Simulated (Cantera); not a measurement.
Cantera run:

```python
import numpy as np
import cantera as ct

gas_names = """
    AL ALCL ALCL2 ALCL3 ALN ALO ALOCL ALO2 AL2 AL2CL6 AL2O AL2O2 CL CLO CL2 N NO NO2 NO3 N2 N2O O O2 O3
""".split()
cond_names = """
    AL(cr) AL(L) ALCL3(s) ALCL3(L) ALN(s) AL2O3(a) AL2O3(L)
""".split()


def load(file, names, dense=False):
    # The tables refer to 1 bar. Condensed volumes are neglected.
    table = {s.name: s for s in ct.Species.list_from_file(file)}
    out = []
    for n in names:
        d = dict(table[n].input_data)
        d["thermo"] = dict(d["thermo"], **{"reference-pressure": 1e5})
        if dense:
            d["equation-of-state"] = {"model": "constant-volume", "density": "1e6 g/cm^3"}
        out.append(ct.Species.from_dict(d))
    return out


gas = ct.Solution(thermo="ideal-gas", species=load("nasa_gas.yaml", gas_names))
cond = {s.name: ct.Solution(thermo="fixed-stoichiometry", species=[s], name=s.name)
        for s in load("nasa_condensed.yaml", cond_names, dense=True)}
atoms = {
    'AlCl3': {'AL': 1, 'CL': 3},
    'O2': {'O': 2},
    'N2': {'N': 2},
}
top_T = {'ALN(s)': 2750}  # K; cautious upper limits of use, not melting points


def equilibrate(T, P, feed):
    n = {}
    for name, mol in feed.items():
        for a, k in atoms[name].items():
            n[a] = n.get(a, 0.0) + k * mol
    gas.TPX = T, P, n
    mass = sum(n.values()) * gas.mean_molecular_weight
    gas.equilibrate("TP")
    valid = [c for c in cond.values() if c.min_temp <= T <= top_T.get(c.name, c.max_temp)]
    mix = ct.Mixture([(gas, mass / gas.mean_molecular_weight)] + [(c, 0.0) for c in valid])
    mix.T, mix.P = T, P
    mix.equilibrate("TP", solver="vcs", rtol=1e-11, max_steps=5000)
    return mix


results = []
feed = {'AlCl3': 1, 'O2': 23, 'N2': 2.8}  # mol
P = 19000  # Pa
for T in [873, 1023, 1173, 1323, 1473, 1623, 1773, 1923, 2073, 2223]:
    mix = equilibrate(T, P, feed)
    results.append((T, P, feed, dict(zip(mix.species_names, mix.species_moles))))

top = {s: max(r[3][s] / sum(r[3][g] for g in gas_names) for r in results) for s in gas_names}
cols = sorted((s for s in top if top[s] > 0.0001), key=lambda s: -top[s])[:7]
seen = [c for c in cond_names if any(r[3].get(c, 0) > 1e-12 for r in results)]
print("log10 of partial pressures in bar; condensed amounts in mol")
print(f"{'T/K':>10s}" + "".join(f"{s[:9]:>10s}" for s in cols + seen))
for T, P, feed, n in results:
    ng = sum(n[g] for g in gas_names)
    print(f"{T:10.4g}" + "".join(f"{np.log10(max(n[s] / ng * P / 1e5, 1e-99)):10.3f}" for s in cols)
          + "".join(f"{n.get(c, 0):10.4g}" for c in seen))
```

It prints:

```
log10 of partial pressures in bar; condensed amounts in mol
       T/K        O2        N2        CL       CL2        NO         O       CLO  AL2O3(a)
       873    -0.798    -1.698    -5.338    -1.969    -6.057   -12.121    -6.773       0.5
      1023    -0.798    -1.698    -4.250    -1.970    -5.255    -9.906    -5.882       0.5
      1173    -0.798    -1.699    -3.439    -1.977    -4.658    -8.254    -5.220       0.5
      1323    -0.800    -1.701    -2.820    -2.003    -4.198    -6.975    -4.720       0.5
      1473    -0.803    -1.705    -2.353    -2.078    -3.834    -5.956    -4.348    0.4999
      1623    -0.809    -1.712    -2.023    -2.245    -3.541    -5.126    -4.101    0.4998
      1773    -0.816    -1.721    -1.829    -2.546    -3.300    -4.436    -3.976    0.4996
      1923    -0.821    -1.729    -1.742    -2.955    -3.096    -3.852    -3.948    0.4997
      2073    -0.824    -1.735    -1.712    -3.393    -2.921    -3.352    -3.968    0.4997
      2223    -0.827    -1.743    -1.702    -3.808    -2.771    -2.919    -4.003    0.4993
```

These are equilibrium values from Cantera (NASA tables, ideal gas, pure condensed phases), not measurements of a reactor. Condensed phases not in the tables: AlOCl.
